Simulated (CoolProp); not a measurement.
Vapour-liquid equilibrium of nitrogen (1) + methane (2) at 107.1 K; x and y are mole fractions of (1).

The numbers come from the multi-fluid Helmholtz-energy mixture model, Span 2000 and Setzmann 1991; pair parameters Kunz 2012 in CoolProp.

```
x     bubble pressure, mixture model (bar)  bubble pressure, Raoult's law (bar)  y, mixture model  y, Raoult's law
----  ------------------------------------  -----------------------------------  ----------------  ---------------
0.05                                 1.667                                1.267             0.591            0.487
0.15                                 3.314                                2.432             0.801            0.761
0.25                                 4.649                                3.598             0.864            0.857
0.35                                   [?]                                4.763             0.896            0.907
0.45                                 6.749                                5.929             0.916            0.937
0.55                                   [?]                                7.094               [?]            0.957
0.65                                 8.543                                8.260             0.946            0.971
0.75                                 9.467                                9.425             0.959            0.982
0.85                                   [?]                                10.59             0.974            0.990
0.95                                 11.66                                11.76             0.990            0.997
```

Question: Some entries are withheld; supply them.

Answer: 
- 0.35, bubble pressure, mixture model (bar): 5.768
- 0.55, bubble pressure, mixture model (bar): 7.655
- 0.55, y, mixture model: 0.932
- 0.85, bubble pressure, mixture model (bar): 10.48

The largest gap from Raoult's law is +36.3 % in bubble pressure, at x = 0.15. No azeotrope shows between x = 0.05 and 0.95.

The pair parameters rest on a limited set of measurements; away from them the model extrapolates. The gap from Raoult's law changes sign with composition, which may be real or a fault of the pair parameters; it wasn't checked against measurements.
